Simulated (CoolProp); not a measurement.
Vapour-liquid equilibrium of R22 (1) + R115 (2) at 3.61 bar; x and y are mole fractions of (1).

Values from CoolProp's multi-fluid Helmholtz-energy mixture model, Kamei 1995 and Lemmon 2016; pair parameters Bell 2016.

```
x     bubble temperature (K)  y at the bubble point  dew temperature at overall composition x (K)  liquid density (mol/L)
----  ----------------------  ---------------------  --------------------------------------------  ----------------------
0.05                   264.7                  0.109                                         265.9                   9.435
0.15                   262.0                  0.247                                         263.9                   9.861
0.25                   260.7                  0.336                                         262.0                   10.30
0.35                   260.0                  0.404                                         260.5                   10.78
0.45                   259.7                  0.467                                         259.8                   11.31
0.55                   259.8                  0.532                                         259.8                   11.88
0.65                   260.1                  0.607                                         260.3                   12.51
0.75                   260.7                  0.695                                         261.2                   13.19
0.85                   261.7                  0.802                                         262.1                   13.94
0.95                   262.9                  0.929                                         263.1                   14.75
```

y crosses x between x = 0.45 and 0.55: the model has an azeotrope there.

The pair parameters rest on a limited set of measurements; away from them the model extrapolates.
